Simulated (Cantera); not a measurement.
# Fluorocarbon and chlorocarbon gases: CH₂F₂ + F₂ + Si

Charge: 1 mol CH₂F₂, a varied amount of F₂, 0.024 mol Si, held at 1925 K and 10000 Pa.

Equilibrium computed with Cantera from the NASA thermochemical tables; the gas is ideal and each condensed phase is pure. Candidate condensed phases: C, C₆H₆, C₇H₈, C₈H₁₈, Si, SiC; 113 gas species. Gases not in the tables: C₂F₆ and larger saturated fluorocarbons. Equilibrium is a limit: real reactors are often held back by kinetics, nucleation or transport.

| n(F₂) (mol) | x HF | x CF₄ | x F | x SiF₄ | x CF₂ | n C(graphite) |
|---|---|---|---|---|---|---|
| 0.28 | 0.932 | 0.0513 | 0.00144 | 0.0112 | 0.00419 | 0.880 |
| 0.38 | 0.910 | 0.0723 | 0.00157 | 0.0109 | 0.00497 | 0.829 |
| 0.53 | 0.879 | 0.102 | 0.00171 | 0.0105 | 0.00591 | 0.753 |
| 0.73 | 0.841 | 0.139 | 0.00185 | 0.0101 | 0.00689 | 0.651 |
| 1 | 0.795 | 0.184 | 0.00198 | 0.00955 | 0.00793 | 0.515 |
| 1.4 | 0.736 | 0.243 | 0.00212 | 0.00883 | 0.00911 | 0.312 |
| 2 | 0.662 | 0.316 | 0.00227 | 0.00794 | 0.0104 | 0.00900 |
| 2.7 | 0.462 | 0.231 | 0.301 | 0.00555 | 4.30e-7 | 0 |
x: gas mole fraction; n: condensed amount in mol.

From 0.28 mol F₂ to 2 mol F₂ the condensed part is C(graphite). At 2.7 mol F₂ nothing is condensed. The main Si-bearing gas is SiF₄ throughout.
